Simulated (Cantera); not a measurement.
Cantera run, input and output.

```python
import numpy as np
import cantera as ct

gas = ct.Solution("gri30.yaml", transport_model="multicomponent")
show = ['CH4', 'H2O', 'CO2']

rows = []
print(f"{'T/K':>7s}{'rho':>11s}{'cp':>10s}{'mu':>11s}{'lambda':>11s}{'Pr':>7s}" + "".join(f"{'D_' + s:>11s}" for s in show))
for T in [400, 550, 700, 850, 1000, 1150, 1300, 1450]:
    gas.TPX = T, 250, {'C2H4': 0.14}
    Pr = gas.cp_mass * gas.viscosity / gas.thermal_conductivity
    D = [gas.mix_diff_coeffs_mole[gas.species_index(s)] for s in show]
    rows.append([gas.density, gas.cp_mass, gas.viscosity, gas.thermal_conductivity, Pr, *D])
    print(f"{T:7g}{gas.density:11.4e}{gas.cp_mass:10.1f}{gas.viscosity:11.4e}"
          f"{gas.thermal_conductivity:11.4e}{Pr:7.3f}" + "".join(f"{d:11.4e}" for d in D))
print("SI units: kg/m3, J/kg/K, Pa s, W/m/K, m2/s")
```

It prints:

```
    T/K        rho        cp         mu     lambda     Pr      D_CH4      D_H2O      D_CO2
    400 2.1088e-03    1876.5 1.3349e-05 3.3468e-02  0.748 1.1802e-02 1.1680e-02 8.1897e-03
    550 1.5337e-03    2380.2 1.7748e-05 5.6332e-02  0.750 2.1011e-02 2.1808e-02 1.4843e-02
    700 1.2050e-03    2785.0 2.1665e-05 8.0425e-02  0.750 3.2146e-02 3.4493e-02 2.2970e-02
    850 9.9239e-04    3080.6 2.5215e-05 1.0361e-01  0.750 4.5014e-02 4.9441e-02 3.2410e-02
   1000 8.4353e-04    3354.1 2.8480e-05 1.2754e-01  0.749 5.9478e-02 6.6437e-02 4.3050e-02
   1150 7.3350e-04    3563.2 3.1520e-05 1.5014e-01  0.748 7.5436e-02 8.5319e-02 5.4806e-02
   1300 6.4887e-04    3737.1 3.4377e-05 1.7196e-01  0.747 9.2809e-02 1.0596e-01 6.7614e-02
   1450 5.8174e-04    3881.1 3.7083e-05 1.9289e-01  0.746 1.1153e-01 1.2827e-01 8.1422e-02
SI units: kg/m3, J/kg/K, Pa s, W/m/K, m2/s
```

Computed with Cantera and GRI-Mech 3.0 (53 species, 325 reactions). The composition is frozen, though it would react at the higher temperatures.
